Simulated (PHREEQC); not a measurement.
A column of 1 m (30 cells, dispersivity 0.08 m, 300 s a shift, diffusion coefficient 3e-10 m²/s) holds 0.02 eq of the database's cation exchanger X per kg of pore water, first in equilibrium with 8.1 mmol/kgw CdCl2 and 0.01 mmol/kgw HCl. It is flushed with 0.0039 mol/kgw SrCl2, 0.024 mol/kgw CdCl2 and 1e-05 mol/kgw HCl, at 25 °C. Values are for the last cell. CO2 from the air is kept out. Nothing may precipitate in this run.

Base run: PHREEQC, ion-association model, phreeqc.dat. Each further column changes one thing. The table gives SrX2 on the exchanger (mol/kgw).

| pore volumes | base | exchange capacity from 0.02 to 0.01 eq/kgw | dispersivity from 0.08 to 0.16 m |
|---|---|---|---|
| 0 | 0 | 0 | 0 |
| 0.2167 | 0 | 1.00e-14 | 1.49e-12 |
| 0.5167 | 1.34e-8 | 1.34e-6 | 3.64e-6 |
| 0.7167 | 3.68e-6 | 5.19e-5 | 7.18e-5 |
| 0.9167 | 6.25e-5 | 0.000284 | 0.000320 |
| 1.217 | 0.000495 | 0.000852 | 0.000989 |
| 1.417 | 0.00102 | 0.00118 | 0.00148 |
| 1.617 | 0.00159 | 0.00142 | 0.00193 |
| 1.817 | 0.00212 | 0.00158 | 0.00231 |
| 2.117 | 0.00273 | 0.00172 | 0.00275 |
| 2.317 | 0.00302 | 0.00177 | 0.00296 |
| 2.517 | 0.00323 | 0.00181 | 0.00313 |
| 2.817 | 0.00344 | 0.00184 | 0.00332 |
| 3.017 | 0.00352 | 0.00185 | 0.00341 |
